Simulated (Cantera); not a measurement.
A Cantera script and what it prints.

```python
import numpy as np
import cantera as ct

gas_names = """
    H HNO HNO2 HNO3 HO2 H2 H2O H2O2 N NH NH2 NH3 NH2OH NO NO2 NO3 N2 N2H2 N2H4 N2O O OH O2 O3 Si SiH
    SiH2 SiH3 SiH4 SiN SiO SiO2 Si2 Si2N Si3
""".split()
cond_names = """
    H2O(s) H2O(L) Si(cr) Si(L) SiO2(Lqz) SiO2(hqz) SiO2(L) Si2N2O(s) Si3N4(a)
""".split()


# ... load() reads the species with a 1 bar reference pressure and builds the phases ...
atoms = {
    'SiH4': {'Si': 1, 'H': 4},
    'H2O': {'H': 2, 'O': 1},
    'NO': {'N': 1, 'O': 1},
}
top_T = {'Si2N2O(s)': 2100, 'Si3N4(a)': 2400}  # K; cautious upper limits of use, not melting points


# ... equilibrate(T, P, feed) seeds the gas with the atoms and calls Mixture.equilibrate('TP', solver="vcs", rtol=1e-11, max_steps=5000) ...
results = []
feed = {'SiH4': 1, 'H2O': 11, 'NO': 0.52}  # mol
P = 100000  # Pa
for T in [1125, 1225, 1325, 1425, 1525, 1625, 1725, 1825]:
    mix = equilibrate(T, P, feed)
    results.append((T, P, feed, dict(zip(mix.species_names, mix.species_moles))))

top = {s: max(r[3][s] / sum(r[3][g] for g in gas_names) for r in results) for s in gas_names}
cols = sorted((s for s in top if top[s] > 0.001), key=lambda s: -top[s])[:8]
seen = [c for c in cond_names if any(r[3].get(c, 0) > 1e-12 for r in results)]
print("log10 of partial pressures in bar; condensed amounts in mol")
print(f"{'T/K':>10s}" + "".join(f"{s[:9]:>10s}" for s in cols + seen))
for T, P, feed, n in results:
    ng = sum(n[g] for g in gas_names)
    print(f"{T:10.4g}" + "".join(f"{np.log10(max(n[s] / ng * P / 1e5, 1e-99)):10.3f}" for s in cols)
          + "".join(f"{n.get(c, 0):10.4g}" for c in seen))
```

It prints:

```
log10 of partial pressures in bar; condensed amounts in mol
       T/K       H2O        H2        N2 SiO2(hqz)   SiO2(L)
      1125    -0.144    -0.581    -1.708         1         0
      1225    -0.144    -0.581    -1.708         1         0
      1325    -0.144    -0.581    -1.708         1         0
      1425    -0.144    -0.581    -1.708         1         0
      1525    -0.144    -0.581    -1.708         1         0
      1625    -0.144    -0.581    -1.708         1         0
      1725    -0.144    -0.581    -1.708         0         1
      1825    -0.144    -0.581    -1.708         0         1
```

These are equilibrium values from Cantera (NASA tables, ideal gas, pure condensed phases), not measurements of a reactor. The tables hold silica as quartz up to 1696 K and as liquid above; real silica turns to tridymite and cristobalite and melts near 1996 K. Gases not in the tables: Si(OH)4.
